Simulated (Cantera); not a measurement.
Input: 1 mol SiHCl3, 0.064 mol HCl, 130 mol H2, 0.0038 mol Cl2, at 577 °C and 30.0 Torr.

Equilibrium computed with Cantera from the NASA thermochemical tables; the gas is ideal and each condensed phase is pure. Candidate condensed phases: Si; 19 gas species. The tables' values for SiCl3 are old estimates; treat these amounts as uncertain. Equilibrium is a limit: real reactors are often held back by kinetics, nucleation or transport.

Base state: H2 0.992, SiCl4 0.00347, HCl 0.00259, SiHCl3 0.00220, SiH2Cl2 0.000123, SiCl3 1.98e-5 (mole fractions); condensed: Si(s).

Problem. What changes in the equilibrium state with this change: temperature from 577 °C to 750 °C?

Solution. 
```json
[
 {"species": "H2", "before": "0.992", "after": "0.985"},
 {"species": "HCl", "before": "0.00259", "after": "0.0118"},
 {"species": "SiCl4", "before": "0.00347", "after": "0.00171"},
 {"species": "SiCl2", "before": "8.04e-6", "after": "0.000249"},
 {"species": "SiCl3", "before": "1.98e-5", "after": "0.000142"},
 {"species": "SiHCl3", "before": "0.00220", "after": "0.00121"},
 {"species": "SiH2Cl2", "before": "0.000123", "after": "9.52e-5"},
 {"species": "Si(s), mol", "before": "0.235", "after": "0.552"}
]
```
